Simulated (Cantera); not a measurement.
B₂O₃ + O₂ (boron, boron nitride and boron oxide)

Charge: 1 mol B₂O₃, 0.58 mol O₂, held at 0.440 bar.

Equilibrium computed with Cantera from the NASA thermochemical tables; the gas is ideal and each condensed phase is pure. Candidate condensed phases: B, B₂O₃; 10 gas species. Equilibrium is a limit: real reactors are often held back by kinetics, nucleation or transport.

```json
[
 {"T (K)": "973", "x O₂": "1.00", "x B₂O₃": "2.01e-12", "x BO₂": "1.14e-11", "x O": "1.02e-10", "x BO": "<1e-12", "x O₃": "4.08e-12", "x B₂O₂": "<1e-12", "n B₂O₃(l)": "1.00"},
 {"T (K)": "1048", "x O₂": "1.00", "x B₂O₃": "6.80e-11", "x BO₂": "2.19e-10", "x O": "9.54e-10", "x BO": "<1e-12", "x O₃": "1.44e-11", "x B₂O₂": "<1e-12", "n B₂O₃(l)": "1.00"},
 {"T (K)": "1123", "x O₂": "1.00", "x B₂O₃": "1.41e-9", "x BO₂": "2.81e-9", "x O": "6.63e-9", "x BO": "<1e-12", "x O₃": "4.33e-11", "x B₂O₂": "<1e-12", "n B₂O₃(l)": "1.00"},
 {"T (K)": "1198", "x O₂": "1.00", "x B₂O₃": "1.96e-8", "x BO₂": "2.60e-8", "x O": "3.62e-8", "x BO": "<1e-12", "x O₃": "1.13e-10", "x B₂O₂": "<1e-12", "n B₂O₃(l)": "1.00"},
 {"T (K)": "1273", "x O₂": "1.000", "x B₂O₃": "1.97e-7", "x BO₂": "1.84e-7", "x O": "1.62e-7", "x BO": "<1e-12", "x O₃": "2.64e-10", "x B₂O₂": "<1e-12", "n B₂O₃(l)": "1.00"},
 {"T (K)": "1348", "x O₂": "1.000", "x B₂O₃": "1.52e-6", "x BO₂": "1.04e-6", "x O": "6.15e-7", "x BO": "<1e-12", "x O₃": "5.63e-10", "x B₂O₂": "<1e-12", "n B₂O₃(l)": "1.000"},
 {"T (K)": "1423", "x O₂": "1.000", "x B₂O₃": "9.33e-6", "x BO₂": "4.89e-6", "x O": "2.03e-6", "x BO": "1.69e-12", "x O₃": "1.11e-9", "x B₂O₂": "<1e-12", "n B₂O₃(l)": "1.000"},
 {"T (K)": "1498", "x O₂": "1.000", "x B₂O₃": "4.73e-5", "x BO₂": "1.96e-5", "x O": "5.95e-6", "x BO": "2.19e-11", "x O₃": "2.04e-9", "x B₂O₂": "<1e-12", "n B₂O₃(l)": "1.000"},
 {"T (K)": "1573", "x O₂": "1.000", "x B₂O₃": "0.000204", "x BO₂": "6.83e-5", "x O": "1.57e-5", "x BO": "2.21e-10", "x O₃": "3.55e-9", "x B₂O₂": "<1e-12", "n B₂O₃(l)": "1.000"},
 {"T (K)": "1648", "x O₂": "0.999", "x B₂O₃": "0.000765", "x BO₂": "0.000212", "x O": "3.82e-5", "x BO": "1.79e-9", "x O₃": "5.86e-9", "x B₂O₂": "2.03e-12", "n B₂O₃(l)": "0.999"},
 {"T (K)": "1723", "x O₂": "0.997", "x B₂O₃": "0.00254", "x BO₂": "0.000594", "x O": "8.56e-5", "x BO": "1.21e-8", "x O₃": "9.27e-9", "x B₂O₂": "2.26e-11", "n B₂O₃(l)": "0.998"},
 {"T (K)": "1798", "x O₂": "0.991", "x B₂O₃": "0.00758", "x BO₂": "0.00152", "x O": "0.000179", "x BO": "6.94e-8", "x O₃": "1.40e-8", "x B₂O₂": "2.04e-10", "n B₂O₃(l)": "0.995"},
 {"T (K)": "1873", "x O₂": "0.975", "x B₂O₃": "0.0206", "x BO₂": "0.00360", "x O": "0.000352", "x BO": "3.46e-7", "x O₃": "2.03e-8", "x B₂O₂": "1.55e-9", "n B₂O₃(l)": "0.987"},
 {"T (K)": "1948", "x O₂": "0.940", "x B₂O₃": "0.0517", "x BO₂": "0.00790", "x O": "0.000649", "x BO": "1.52e-6", "x O₃": "2.76e-8", "x B₂O₂": "1.01e-8", "n B₂O₃(l)": "0.966"}
]
```
x: gas mole fraction; n: condensed amount in mol.

From 973 K to 1948 K the condensed part is B₂O₃(l).
